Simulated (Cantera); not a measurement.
Feed: 1 mol B2H6, 0.66 mol H2O, 36 mol N2, equilibrated at 2.90 mbar.

Method: chemical equilibrium by Gibbs-energy minimisation in Cantera with the NASA 1993 tables (ideal gas, pure condensed phases). Candidate condensed phases: B, BN, B2O3, B3O3H3, H2O; 39 gas species. The feed counts by its element totals alone. N2 is the only nitrogen source here; it is nearly inert below about 1500 K, so the nitride shown seldom forms there in practice. Mutual solubility and eutectic melting of coexisting phases are not modelled. Kinetics and transport are ignored.

Task: At 1075 °C, list the 5 most abundant gas species with their mole fractions, and the condensed phases.

Result: N2 0.905, H2 0.0934, HBO2 0.00103, B2O3 0.000230, HBO 0.000171. Condensed: BN(s) + B2O3(l).
